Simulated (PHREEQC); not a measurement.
Solution (29 °C): 2.5e-05 mol CdCl2 and 0.0011 mol MnSO4 per kg of water. Closed to the air; pH follows from the charge balance.

All values are PHREEQC results (ion-association model, phreeqc.dat), not measurements.

No solid was allowed to form.

**Question.** Order these S species by the share of S that they hold, largest first: SO4-2, CdSO4, MnSO4.

**Answer.** SO4-2 (90 %), MnSO4 (9.9 %), CdSO4 (0.33 %)

The pH is 6.70 and the ionic strength 0.00402 mol/kgw.
